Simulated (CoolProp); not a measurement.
A simple Rankine cycle with R11: condensing at 309.15 K, boiler at 0.8 MPa, turbine inlet 373.8 K, turbine efficiency 0.9, pump efficiency 0.7, no recuperator. Each further row changes one setting.

The numbers come from the reference Helmholtz-energy equation of state, Jacobsen 1992 in CoolProp.

| case | thermal efficiency (%) | net work (kJ/kg) | heat in (kJ/kg) | turbine exit temperature (K) | volume ratio over the turbine |
|---|---|---|---|---|---|
| as stated | 13.1 | ? | 207 | 314.6 | ? |
| turbine inlet 393.8 K | 13.2 | ? | 222 | 334.2 | ? |
| condensing temperature 301.15 K | 14.6 | 31.4 | 214 | 306.5 | 6.31 |
| boiler pressure 0.56 MPa | ? | 22.5 | 211 | 328.7 | ? |
| turbine efficiency 0.8 | 11.6 | ? | 207 | ? | 5.02 |

Problem. What belongs in the gaps?

Solution. 
- as stated, net work (kJ/kg): 27.2
- as stated, volume ratio over the turbine: 4.92
- turbine inlet 393.8 K, net work (kJ/kg): 29.4
- turbine inlet 393.8 K, volume ratio over the turbine: 4.85
- boiler pressure 0.56 MPa, thermal efficiency (%): 10.7
- boiler pressure 0.56 MPa, volume ratio over the turbine: 3.42
- turbine efficiency 0.8, net work (kJ/kg): 24.1
- turbine efficiency 0.8, turbine exit temperature (K): 319.6
